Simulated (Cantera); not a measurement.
A closed system holds: 1 mol B, 0.55 mol H₂O, 6.4 mol H₂, held at 13.3 mbar.

These are equilibrium values from Cantera (NASA tables, ideal gas, pure condensed phases), not measurements of a reactor. Candidate condensed phases: B, B₂O₃, B₃O₃H₃, H₂O; 23 gas species. Mutual solubility and eutectic melting of coexisting phases are not modelled. Kinetics and transport are ignored.

Question: At 1375 K, list the 4 most abundant gas species with their mole fractions, and the condensed phases.

Answer: H₂ 0.991, HBO 0.00700, B₃O₃H₃ 0.000796, B₂O₂ 0.000534. Condensed: B(s) + B₂O₃(l).
